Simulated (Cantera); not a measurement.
Feed: 1 mol FeS2, 1100 mol H2, 2.7 mol H2O, at 5.60 bar.

These are equilibrium values from Cantera (NASA tables, ideal gas, pure condensed phases), not measurements of a reactor. Candidate condensed phases: Fe, FeO, Fe(OH)2, Fe(OH)3, FeS, FeSO4, FeS2, Fe2O3, Fe2(SO4)3, Fe3O4, H2O, H2SO4, S; 22 gas species. The numbers say what is thermodynamically allowed, not how fast it happens.

Task: At 927 °C, list the 3 most abundant gas species with their mole fractions, and the condensed phases.

Result: H2 0.996, H2O 0.00245, H2S 0.00181. Condensed: Fe(γ).
